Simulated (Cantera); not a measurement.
# Counterflow diffusion flame

A counterflow diffusion flame at 750 Torr, nozzles 20 mm apart: fuel side CH4 : C2H6 : C3H8 = 1 : 1.2 : 0.22 (molar parts) at 548 K, oxidiser side O2 : N2 = 0.24 : 0.76 (molar parts) at 675 K, fuel mass flux 1.2 times the oxidiser's; mixture-averaged transport, no radiation.

Cantera simulation using GRI-Mech 3.0 (53 species, 325 reactions); the numbers are that mechanism's predictions, not measurements. GRI-Mech 3.0 has no aromatics or soot, which form on the fuel side of real flames. The maximum strain rate includes the flame's own expansion and is several times the mean.

```
oxidiser flux (kg/m²/s)  max strain (1/s)  mean strain (1/s)  T max (K)  peak x OH  peak x H  peak x NO  peak x CO  peak x C2H2
-----------------------  ----------------  -----------------  ---------  ---------  --------  ---------  ---------  -----------
0.25                                  271               51.0       2301     0.0129   0.00638   0.000499     0.0865       0.0436
0.31                                  330               63.2       2286     0.0129   0.00661   0.000468     0.0855       0.0427
0.38                                  399               77.5       2273     0.0129   0.00684   0.000441     0.0847       0.0418
0.47                                  486               95.8       2260     0.0128   0.00707   0.000415     0.0839       0.0409
0.58                                  591                118       2248     0.0128   0.00730   0.000390     0.0831       0.0400
0.72                                  725                147       2235     0.0127   0.00754   0.000364     0.0823       0.0389
0.88                                  874                179       2224     0.0126   0.00777   0.000342     0.0818       0.0380
1.1                                  1080                224       2212     0.0125   0.00802   0.000316     0.0812       0.0369
1.3                                  1260                265       2202     0.0124   0.00819   0.000297     0.0809       0.0360
1.7                                  1610                347       2184     0.0122   0.00842   0.000263     0.0804       0.0345
```
x: mole fraction; the columns are a selection and need not sum to one.
